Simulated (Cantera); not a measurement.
# Reactions in the system C-Ca-S

Cantera with NASA thermochemical tables; ideal gases at 1 bar, condensed phases pure. Values are per mole of reaction as written; species without (g) are pure solids or liquids, kept so even where they would boil at 1 bar.

C + 2 CaS ⇌ CS2(g) + 2 Ca(g)

| T (K) | ΔH° (kJ) | ΔS° (J/K) | ΔG° (kJ) | log10 K |
|---|---|---|---|---|
| 300 | 1419.0 | 428.7 | 1290.3 | -224.66 |
| 1000 | 1402.2 | 401.6 | 1000.7 | -52.27 |
| 1050 | 1400.8 | 400.1 | 980.7 | -48.78 |
| 1100 | 1399.3 | 398.8 | 960.7 | -45.62 |
| 1150 | 1397.8 | 397.4 | 940.8 | -42.73 |
| 1200 | 1396.3 | 396.1 | 920.9 | -40.09 |
| 1250 | 1394.8 | 394.9 | 901.2 | -37.66 |
